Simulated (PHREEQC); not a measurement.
## Copper plating or etch bath: speciation

A solution holds 0.079 mol CuSO4 and 0.0095 mol HCl per kg of water, at 65 °C. Closed to the air; pH follows from the charge balance.

Computed with PHREEQC (ion-association model, phreeqc.dat).

This is a speciation only: nothing precipitates in the calculation.

Q: Predict the pH, density, ionic strength.

A: pH 2.72; density 0.993 g/cm³; ionic strength 0.167 mol/kgw.

Q: In which forms is S present?

A: SO4-2 46 %, CuSO4 45 %, HSO4- 9.0 % of the S.

Species that the database lacks are ignored. At this temperature some constants are extrapolated from 25 °C, and those without enthalpy data are left unchanged.
